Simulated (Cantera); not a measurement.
A freely propagating, adiabatic, planar premixed flame of H2 : O2 : N2 = 1 : 0.417 : 1.21 (molar parts), unburnt at 675 K and 0.280 bar; mixture-averaged transport, grid criteria slope 0.08 and curve 0.16, no radiation.

Computed with Cantera and the H2/O2 subset of GRI-Mech 3.0, which has no nitrogen chemistry. Burning velocities carry a grid error of a few per cent, more on coarse grids.

x: mole fraction of selected species; z is measured from the peak of heat release.

```
z (mm)  T (K)  u (m/s)    x H2    x O2      x OH    x H2O      x H    x HO2
------  -----  -------  ------  ------  --------  -------  -------  -------
-7.14     675     10.6   0.381   0.159     <1e-8    <1e-8    <1e-8    <1e-8
-4.76     675     10.6   0.381   0.159     <1e-8    <1e-8    <1e-8    <1e-8
-3.57     675     10.6   0.381   0.159     <1e-8    <1e-8    <1e-8    <1e-8
-2.38     675     10.6   0.381   0.159     <1e-8  2.81e-8  2.88e-7  4.33e-7
-1.19     681     10.7   0.379   0.159       ___      ___      ___      ___
-0.595    797     12.4   0.356   0.155  0.000419   0.0115   0.0109  6.31e-5
0        1205     18.2   0.199  0.0996   0.00487    0.124   0.0843  2.92e-5
0.595    1507     22.4  0.0868  0.0329    0.0121    0.242    0.121  9.17e-6
1.19     1637     24.1  0.0819  0.0252    0.0154    0.256    0.112  6.18e-6
2.38     1790     26.1  0.0862  0.0222    0.0189    0.264   0.0957  4.60e-6
4.76     1963     28.2  0.0895  0.0189    0.0222    0.274   0.0779  3.33e-6
9.52     2146     30.4  0.0908  0.0154    0.0244    0.286   0.0605  2.39e-6
19.0     2326     32.5  0.0900  0.0119    0.0250    0.301   0.0449  1.87e-6
```

Q: What belongs in the gaps?

A: 
- -1.19, x OH: 2.55e-5
- -1.19, x H2O: 0.000365
- -1.19, x H: 0.000399
- -1.19, x HO2: 7.80e-5
